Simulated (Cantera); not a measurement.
## Metals in furnace atmospheres: Ti + O₂ + H₂ + CO

Feed: 1 mol Ti, 0.0036 mol O₂, 120 mol H₂, a varied amount of CO, equilibrated at 900 °C and 14300 Torr.

Cantera equilibrium calculation (NASA polynomials, part measured and part estimated; ideal gas, pure solids and liquids). Candidate condensed phases: C, C₆H₆, C₇H₈, C₈H₁₈, H₂O, Ti, TiC, TiO, TiO₂, Ti₂O₃, Ti₃O₅, Ti₄O₇; 113 gas species. Gases not in the tables: TiO(OH)₂. Rates play no part.

```
n(CO) (mol)   x H₂   x CH₄   x H₂O     x CO  n TiO₂(rutile)
-----------  -----  ------  ------  -------  --------------
3.5          0.959  0.0285  0.0114  0.00148            1.00
4            0.951  0.0321  0.0149  0.00224            1.00
4.6          0.941  0.0362  0.0190  0.00332            1.00
5.3          0.931  0.0409  0.0236  0.00480            1.00
6.1          0.919  0.0459  0.0285  0.00677            1.00
7            0.906  0.0512  0.0336  0.00931            1.00
8            0.892  0.0566  0.0389   0.0125            1.00
9.3          0.874  0.0631  0.0451   0.0172            1.00
11           0.852  0.0707  0.0522   0.0240            1.00
12           0.840  0.0747  0.0558   0.0283            1.00
14           0.816  0.0817  0.0622   0.0376            1.00
```
x: gas mole fraction; n: condensed amount in mol.

From 3.5 mol CO to 14 mol CO the condensed part is TiO₂(rutile).
